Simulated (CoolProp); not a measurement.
Vapour pressure (kPa) of R365MFC: the reference equation beside estimates from Tc = 460.0 K, pc = 3266 kPa, ω = 0.377. Clausius-Clapeyron is anchored at 297.9 K with a constant enthalpy of vaporisation of 28.94 kJ/mol.

The numbers come from the reference Helmholtz-energy equation of state, Lemmon 2016 in CoolProp.

```json
[
 {"T (K)": "284.6", "reference": "31.79", "Lee-Kesler": "30.88", "Clausius-Clapeyron": "32.55", "van der Waals": "338.0", "Redlich-Kwong": "91.65", "Soave-Redlich-Kwong": "31.05"},
 {"T (K)": "297.9", "reference": "56.19", "Lee-Kesler": "55.26", "Clausius-Clapeyron": "56.19", "van der Waals": "434.9", "Redlich-Kwong": "142.8", "Soave-Redlich-Kwong": "55.38"},
 {"T (K)": "311.1", "reference": "93.41", "Lee-Kesler": "92.79", "Clausius-Clapeyron": "92.25", "van der Waals": "548.0", "Redlich-Kwong": "212.1", "Soave-Redlich-Kwong": "92.79"},
 {"T (K)": "324.4", "reference": "148.4", "Lee-Kesler": "148.6", "Clausius-Clapeyron": "145.9", "van der Waals": "680.0", "Redlich-Kwong": "304.0", "Soave-Redlich-Kwong": "148.5"},
 {"T (K)": "337.6", "reference": "225.3", "Lee-Kesler": "226.9", "Clausius-Clapeyron": "222.0", "van der Waals": "829.9", "Redlich-Kwong": "420.5", "Soave-Redlich-Kwong": "226.8"},
 {"T (K)": "350.9", "reference": "330.8", "Lee-Kesler": "334.4", "Clausius-Clapeyron": "328.1", "van der Waals": "1001", "Redlich-Kwong": "566.9", "Soave-Redlich-Kwong": "334.9"},
 {"T (K)": "364.1", "reference": "469.3", "Lee-Kesler": "475.6", "Clausius-Clapeyron": "470.0", "van der Waals": "1192", "Redlich-Kwong": "744.3", "Soave-Redlich-Kwong": "477.5"},
 {"T (K)": "377.4", "reference": "649.5", "Lee-Kesler": "658.9", "Clausius-Clapeyron": "658.3", "van der Waals": "1406", "Redlich-Kwong": "958.5", "Soave-Redlich-Kwong": "663.8"},
 {"T (K)": "390.7", "reference": "878.0", "Lee-Kesler": "890.7", "Clausius-Clapeyron": "901.1", "van der Waals": "1642", "Redlich-Kwong": "1211", "Soave-Redlich-Kwong": "900.2"},
 {"T (K)": "403.9", "reference": "1161", "Lee-Kesler": "1177", "Clausius-Clapeyron": "1206", "van der Waals": "1900", "Redlich-Kwong": "1504", "Soave-Redlich-Kwong": "1192"}
]
```

Absolute difference from the reference over all 10 rows, mean and median: Lee-Kesler 1.3 and 1.4 %, Clausius-Clapeyron 1.6 and 1.4 %, van der Waals 337.4 and 235.5 %, Redlich-Kwong 90.6 and 79.0 %, Soave-Redlich-Kwong 1.6 and 1.6 %.
